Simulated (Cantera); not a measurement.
**Silicon oxide and oxynitride deposition: Si2H6 + N2O**

Input: 1 mol Si2H6, 0.33 mol N2O, equilibrated at 1427 °C and 0.0825 Torr.

Cantera equilibrium calculation (NASA polynomials, part measured and part estimated; ideal gas, pure solids and liquids). Candidate condensed phases: H2O, Si, SiO2, Si2N2O, Si3N4; 35 gas species. The feed counts by its element totals alone. The tables' values for SiN are old estimates; treat these amounts as uncertain. Gases not in the tables: Si2H6 and higher silanes. The numbers say what is thermodynamically allowed, not how fast it happens.

The x(H2) is 0.803, the x(SiO) is 0.0890 and the x(N2) is 0.0890. The x(H) comes out as 0.0126 and the x(Si) is 0.00617. The x(SiH) comes out as 8.97e-5 and the x(Si2) comes out as 2.70e-5. The x(Si2N) is 2.11e-5 and the x(SiN) is 1.17e-5. The n(Si(l)) comes out as 1.65 mol. The gas amount is 3.707 mol.
